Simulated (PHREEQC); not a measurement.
# Brine: an equilibrium model

A solution holds 3.4 mol/kgw CaCl2, 2 mol/kgw MnCl2 and 2.1 mol/kgw NaCl, at 20 °C. Closed to the air; pH follows from the charge balance.

Equilibrium calculation in PHREEQC: Pitzer model, pitzer.dat.

Precipitation was switched off in this run.

**Question.** What pH, activity of water, osmotic coefficient does the model give?

**Answer.** pH 4.70; activity of water 0.411; osmotic coefficient 2.419.

The solution is supersaturated, for example in Halite, so a real one may precipitate; this is no full list. In brines, pH and single-ion activities rest on the MacInnes convention.
